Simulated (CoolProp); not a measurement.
Vapour-liquid equilibrium of diethyl ether (1) + methanol (2) at 0.605 bar; x and y are mole fractions of (1).

Computed with CoolProp (multi-fluid Helmholtz-energy mixture model, Thol 2014 and de Reuck 1993; pair parameters Bell 2016).

| x | bubble temperature, mixture model (°C) | bubble temperature, Raoult's law (°C) | y, mixture model | y, Raoult's law |
|---|---|---|---|---|
| 0.05 | 43.9 | 49.6 | 0.323 | 0.139 |
| 0.125 | 35.9 | 46.4 | 0.557 | 0.314 |
| 0.2 | 31.2 | 43.3 | 0.665 | 0.454 |
| 0.275 | 28.3 | 40.4 | 0.721 | 0.566 |
| 0.35 | 26.5 | 37.7 | 0.755 | 0.657 |
| 0.425 | 25.2 | 35.2 | 0.778 | 0.731 |
| 0.5 | 24.3 | 32.9 | 0.796 | 0.791 |
| 0.575 | 23.6 | 30.7 | 0.812 | 0.841 |
| 0.65 | 22.9 | 28.6 | 0.830 | 0.882 |
| 0.725 | 22.3 | 26.7 | 0.850 | 0.916 |
| 0.8 | 21.7 | 25.0 | 0.876 | 0.944 |
| 0.875 | 21.2 | 23.3 | 0.910 | 0.968 |
| 0.95 | 20.8 | 21.7 | 0.957 | 0.988 |

The largest gap from Raoult's law is -12.1 K in bubble temperature, at x = 0.275. No azeotrope shows between x = 0.05 and 0.95.

Pair parameters are fitted to limited data, so mixtures are less certain than the pure fluids.
